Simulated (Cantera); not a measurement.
Input (Python, Cantera) and output of one run.

```python
import numpy as np
import cantera as ct

gas_names = """
    F FO FO2 F2 F2O N NF NF2 NF3 NO NO2 NO3 N2 N2O O O2 O3 Si SiF SiF2 SiF3 SiF4 SiN SiO SiO2 Si2 Si2N
    Si3
""".split()
cond_names = """
    Si(cr) Si(L) SiO2(Lqz) SiO2(hqz) SiO2(L) Si2N2O(s) Si3N4(a)
""".split()


# ... load() reads the species with a 1 bar reference pressure and builds the phases ...
atoms = {
    'SiF4': {'Si': 1, 'F': 4},
    'O2': {'O': 2},
    'N2': {'N': 2},
}
top_T = {'Si2N2O(s)': 2100, 'Si3N4(a)': 2400}  # K; cautious upper limits of use, not melting points


# ... equilibrate(T, P, feed) seeds the gas with the atoms and calls Mixture.equilibrate('TP', solver="vcs", rtol=1e-11, max_steps=5000) ...
results = []
T = 1875  # K
P = 12  # Pa
for m in [5.2, 7.5, 11, 16, 22, 32, 46, 66, 95, 140, 200]:
    feed = {'SiF4': 1, 'O2': 0.22, 'N2': m}  # mol
    mix = equilibrate(T, P, feed)
    results.append((T, P, feed, dict(zip(mix.species_names, mix.species_moles))))
    x = sorted(zip(gas.X, gas.species_names), reverse=True)
    print(f"T = {T:g} K  P = {P:g} Pa  n(N2) = {m:g} mol  gas = {mix.phase_moles(0):.4g} mol")
    print("   x: " + "  ".join(f"{s} {v:.3e}" for v, s in x if v > 0.001))
    print("   condensed (mol): " + ("  ".join(f"{mix.phase(i).name} {mix.phase_moles(i):.4g}"
          for i in range(1, mix.n_phases) if mix.phase_moles(i) > 1e-12) or "none"))
```

It prints:

```
T = 1875 K  P = 12 Pa  n(N2) = 5.2 mol  gas = 6.447 mol
   x: N2 8.055e-01  SiF4 1.534e-01  O2 3.103e-02  O 3.868e-03  F 2.413e-03  NO 2.063e-03  SiF3 1.434e-03
   condensed (mol): none
T = 1875 K  P = 12 Pa  n(N2) = 7.5 mol  gas = 8.752 mol
   x: N2 8.560e-01  SiF4 1.128e-01  O2 2.246e-02  O 3.291e-03  F 2.149e-03  NO 1.809e-03  SiF3 1.184e-03
   condensed (mol): none
T = 1875 K  P = 12 Pa  n(N2) = 11 mol  gas = 12.26 mol
   x: N2 8.966e-01  SiF4 8.038e-02  O2 1.568e-02  O 2.749e-03  F 1.896e-03  NO 1.547e-03
   condensed (mol): none
T = 1875 K  P = 12 Pa  n(N2) = 16 mol  gas = 17.27 mol
   x: N2 9.260e-01  SiF4 5.692e-02  O2 1.083e-02  O 2.285e-03  F 1.673e-03  NO 1.307e-03
   condensed (mol): none
T = 1875 K  P = 12 Pa  n(N2) = 22 mol  gas = 23.27 mol
   x: N2 9.447e-01  SiF4 4.211e-02  O2 7.811e-03  O 1.941e-03  F 1.503e-03  NO 1.121e-03
   condensed (mol): none
T = 1875 K  P = 12 Pa  n(N2) = 32 mol  gas = 33.29 mol
   x: N2 9.609e-01  SiF4 2.933e-02  O2 5.246e-03  O 1.590e-03  F 1.323e-03
   condensed (mol): none
T = 1875 K  P = 12 Pa  n(N2) = 46 mol  gas = 47.3 mol
   x: N2 9.721e-01  SiF4 2.055e-02  O2 3.520e-03  O 1.303e-03  F 1.169e-03
   condensed (mol): none
T = 1875 K  P = 12 Pa  n(N2) = 66 mol  gas = 67.32 mol
   x: N2 9.801e-01  SiF4 1.436e-02  O2 2.335e-03  O 1.061e-03  F 1.033e-03
   condensed (mol): none
T = 1875 K  P = 12 Pa  n(N2) = 95 mol  gas = 96.34 mol
   x: N2 9.858e-01  SiF4 9.966e-03  O2 1.520e-03
   condensed (mol): none
T = 1875 K  P = 12 Pa  n(N2) = 140 mol  gas = 141.4 mol
   x: N2 9.901e-01  SiF4 6.731e-03
   condensed (mol): none
T = 1875 K  P = 12 Pa  n(N2) = 200 mol  gas = 201.4 mol
   x: N2 9.929e-01  SiF4 4.676e-03
   condensed (mol): none
```

Method: chemical equilibrium by Gibbs-energy minimisation in Cantera with the NASA 1993 tables (ideal gas, pure condensed phases). The tables' values for SiF3, SiO2 are old estimates; treat these amounts as uncertain.
